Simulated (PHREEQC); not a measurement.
**Reverse-osmosis reject: an equilibrium model**

Model water analysis in mg/L, 20 °C, pH 7.86, pe 12.9: Na 2320; K 529; Ca 293; Mg 133; Cl 4800; S(6) as SO4 390; Alkalinity as HCO3 6.57; Li 2.88.

Valence states are taken as typed.

The numbers come from PHREEQC with the ion-association model, phreeqc.dat.

No solid was allowed to form.

Task: What specific conductance does the model give?

Result: specific conductance 12900 µS/cm.

Task: In which forms is C present?

Result: HCO3- 88 %, NaHCO3 2.9 %, CaHCO3+ 2.5 %, CO2 2.2 %, MgHCO3+ 2.0 %, CaCO3 0.7 % of the C.

Species that the database lacks are ignored.
